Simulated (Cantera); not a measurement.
An adiabatic, constant-pressure homogeneous reactor starts with 10.4 % CH4, 18.8 % O2, 70.8 % N2, at 1250 K and 760 Torr.

Model: GRI-Mech 3.0 (53 species, 325 reactions), integrated in Cantera.

Question: Predict: time of steepest temperature rise; temperature at 7.00 s; equilibrium temperature; x(O2) at 7.00 s; x(HCN) at 7.00 s; x(CO) at 7.00 s.

Answer: 
```json
{
 "time_of_steepest_temperature_rise": "23.8 ms",
 "temperature at 7.00 s": "2660 K",
 "equilibrium_temperature": "2660 K",
 "x(O2) at 7.00 s": "0.00935 (gas-phase equilibrium 0.00935)",
 "x(HCN) at 7.00 s": "1.45e-9 (gas-phase equilibrium 1.45e-9)",
 "x(CO) at 7.00 s": "0.0453 (gas-phase equilibrium 0.0453)"
}
```
